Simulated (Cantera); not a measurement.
Cantera run:

```python
import numpy as np
import cantera as ct

gas_names = """
    CuF2 H2 HF F
""".split()
cond_names = """
    Cu(cr) Cu(L) CuF2(s) CuF2(L)
""".split()


# ... load() reads the species with a 1 bar reference pressure and builds the phases ...
species = {s.name: s for s in load("nasa_gas.yaml", gas_names) + load("nasa_condensed.yaml", cond_names)}
# Each term lists the table entries of one substance; the one whose range holds T is used.
reactions = {
    'CuF2(g) + H2(g) = 2 HF(g) + Cu':
        [(-1, ['CuF2']), (-1, ['H2']), (2, ['HF']), (1, ['Cu(cr)', 'Cu(L)'])],
    'Cu + 2 F(g) = CuF2':
        [(-1, ['Cu(cr)', 'Cu(L)']), (-2, ['F']), (1, ['CuF2(s)', 'CuF2(L)'])],
}


def pick(names, T):
    return next(species[n] for n in names if species[n].thermo.min_temp <= T <= species[n].thermo.max_temp)


results = []
for label, terms in reactions.items():
    print(label)
    print("     T/K   dH/kJ  dS/(J/K)   dG/kJ   log10 K")
    for T in [925, 1075, 1225, 1375, 1525, 1675, 1825, 1975, 2125, 2275, 2425]:
        used = [(nu, pick(names, T)) for nu, names in terms]
        dH = sum(nu * s.thermo.h(T) for nu, s in used) / 1e6
        dS = sum(nu * s.thermo.s(T) for nu, s in used) / 1e3
        dG = dH - T * dS / 1e3
        logK = -dG * 1e6 / (ct.gas_constant * T * np.log(10))
        results.append((label, T, dH, dS, dG, logK, [s.name for _, s in used]))
        print(f"{T:8g} {dH:8.1f} {dS:8.1f} {dG:8.1f} {logK:8.2f}")
```

It prints:

```
CuF2(g) + H2(g) = 2 HF(g) + Cu
     T/K   dH/kJ  dS/(J/K)   dG/kJ   log10 K
     925   -277.0    -14.6   -263.6    14.88
    1075   -276.7    -14.3   -261.4    12.70
    1225   -276.1    -13.8   -259.3    11.06
    1375   -262.1     -3.4   -257.4     9.78
    1525   -261.0     -2.6   -257.0     8.80
    1675   -259.9     -1.9   -256.6     8.00
    1825   -258.8     -1.3   -256.4     7.34
    1975   -257.7     -0.7   -256.3     6.78
    2125   -256.5     -0.2   -256.2     6.30
    2275   -255.4      0.3   -256.2     5.88
    2425   -254.3      0.8   -256.3     5.52
Cu + 2 F(g) = CuF2
     T/K   dH/kJ  dS/(J/K)   dG/kJ   log10 K
     925   -691.2   -264.1   -447.0    25.24
    1075   -688.4   -261.2   -407.6    19.80
    1225   -629.2   -208.0   -374.4    15.97
    1375   -638.4   -214.6   -343.3    13.04
    1525   -634.6   -212.0   -311.3    10.66
    1675   -630.8   -209.6   -279.7     8.72
    1825   -626.9   -207.4   -248.4     7.11
    1975   -623.0   -205.4   -217.5     5.75
    2125   -619.2   -203.5   -186.8     4.59
    2275   -615.3   -201.7   -156.4     3.59
    2425   -611.4   -200.1   -126.3     2.72
```

Cantera with NASA thermochemical tables; ideal gases at 1 bar, condensed phases pure. Condensed species are held in their standard states even where they would react or evaporate.
